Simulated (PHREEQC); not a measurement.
Solution (10 °C): 0.001 mol/kgw HCl, 8e-05 mol/kgw MgSO4 and 0.15 mol/kgw MgCl2. Closed to the air; pH follows from the charge balance.

Equilibrium calculation in PHREEQC: ion-association model, phreeqc.dat.

```
Quantity                      Value
--------------------  -------------
pH                             3.11
ionic strength        0.451 mol/kgw
activity of water             0.992
specific conductance    17200 µS/cm
density                 1.012 g/cm³
total alkalinity       -1.00 meq/kg
```

| species | molality | activity | log γ |
|---|---|---|---|
| Cl- | 0.301 | 0.200 | -0.179 |
| Mg+2 | 0.150 | 0.0457 | -0.516 |
| H+ | 0.000999 | 0.000771 | -0.113 |
| MgSO4 | 4.66e-5 | 5.17e-5 | 0.045 |
| SO4-2 | 3.29e-5 | 7.25e-6 | -0.656 |
| HSO4- | 5.43e-7 | 4.00e-7 | -0.133 |

No solid was allowed to form. Away from 25 °C the constants follow the database's enthalpies or fits; those with neither stay at their 25 °C values.
